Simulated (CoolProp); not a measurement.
200 sccm (0 °C, 1 atm) of nitrogen bubbles through liquid dimethyl carbonate at 343.5 K and leaves saturated at a total pressure of 0.15 MPa (ideal gas phase). Each further row changes one setting.

Values from CoolProp's reference Helmholtz-energy equation of state, Zhou 2011.

```tsv
case	vapour pressure (kPa)	mole fraction of vapour	delivery (mg/min)	delivery (sccm)	change of delivery for a bath 1 K warmer (%)
as stated	51.7	0.345	[?]	[?]	[?]
bath temperature 348.5 K	61.8	0.412	[?]	140	[?]
total pressure 0.3 MPa	51.7	0.172	[?]	[?]	[?]
```

Q: Fill in the missing entries.

A: 
- as stated, delivery (mg/min): 423
- as stated, delivery (sccm): 105
- as stated, change of delivery for a bath 1 K warmer (%): 5.8
- bath temperature 348.5 K, delivery (mg/min): 563
- bath temperature 348.5 K, change of delivery for a bath 1 K warmer (%): 6.2
- total pressure 0.3 MPa, delivery (mg/min): 167
- total pressure 0.3 MPa, delivery (sccm): 41.6
- total pressure 0.3 MPa, change of delivery for a bath 1 K warmer (%): 4.5
